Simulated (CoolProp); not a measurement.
Properties of CHF3 (R23) along the isotherm 39.85 °C (Tc = 26.1 °C, pc = 4.832 MPa, ω = 0.263).

The numbers come from the reference Helmholtz-energy equation of state, Penoncello 2003 in CoolProp.

```json
[
 {"p (MPa)": "2.01", "phase": "gas", "Joule-Thomson coefficient (K/MPa)": "11.32", "fugacity coefficient": "0.8743"},
 {"p (MPa)": "4.03", "phase": "gas", "Joule-Thomson coefficient (K/MPa)": "11.26", "fugacity coefficient": "0.7532"},
 {"p (MPa)": "6.04", "phase": "supercritical", "Joule-Thomson coefficient (K/MPa)": "8.581", "fugacity coefficient": "0.6327"},
 {"p (MPa)": "8.05", "phase": "supercritical", "Joule-Thomson coefficient (K/MPa)": "2.667", "fugacity coefficient": "0.5193"},
 {"p (MPa)": "10.1", "phase": "supercritical", "Joule-Thomson coefficient (K/MPa)": "1.469", "fugacity coefficient": "0.4431"},
 {"p (MPa)": "12.1", "phase": "supercritical", "Joule-Thomson coefficient (K/MPa)": "0.9917", "fugacity coefficient": "0.3932"},
 {"p (MPa)": "14.1", "phase": "supercritical", "Joule-Thomson coefficient (K/MPa)": "0.7189", "fugacity coefficient": "0.3576"},
 {"p (MPa)": "16.1", "phase": "supercritical", "Joule-Thomson coefficient (K/MPa)": "0.5386", "fugacity coefficient": "0.3313"},
 {"p (MPa)": "18.1", "phase": "supercritical", "Joule-Thomson coefficient (K/MPa)": "0.4090", "fugacity coefficient": "0.3112"},
 {"p (MPa)": "20.1", "phase": "supercritical", "Joule-Thomson coefficient (K/MPa)": "0.3105", "fugacity coefficient": "0.2956"},
 {"p (MPa)": "22.1", "phase": "supercritical", "Joule-Thomson coefficient (K/MPa)": "0.2328", "fugacity coefficient": "0.2832"},
 {"p (MPa)": "24.2", "phase": "supercritical", "Joule-Thomson coefficient (K/MPa)": "0.1668", "fugacity coefficient": "0.2730"}
]
```
